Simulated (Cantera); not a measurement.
Feed: 1 mol Si, 0.072 mol CO2, 290 mol H2, held at 1275 K and 0.160 bar.

Equilibrium computed with Cantera from the NASA thermochemical tables; the gas is ideal and each condensed phase is pure. Candidate condensed phases: C, C6H6, C7H8, C8H18, H2O, Si, SiC, SiO2; 123 gas species. Mutual solubility and eutectic melting of coexisting phases are not modelled. The tables hold silica as quartz up to 1696 K and as liquid above; real silica turns to tridymite and cristobalite and melts near 1996 K. The numbers say what is thermodynamically allowed, not how fast it happens.

Base state: H2 1.000, SiO 2.55e-5 (mole fractions); condensed: Si(s) + SiC(s) + SiO2(β-quartz).

What changes in the equilibrium state with this change: temperature from 1275 K to 1898 K?


```csv
species,before,after
H2,1.000,0.997
H,1.84e-6,0.00195
SiO,2.55e-5,0.000418
Si,<1e-9,7.68e-5
SiH,<1e-9,2.68e-5
SiH2,4.94e-8,5.74e-5
CO,2.66e-7,7.81e-5
"Si(s), mol",0.854,0
"SiC(s), mol",0.0708,0.0476
"SiO2(β-quartz), mol",0.0682,0
"Si(l), mol",0,0.783
```
Gases not in the tables: Si2H6 and higher silanes.
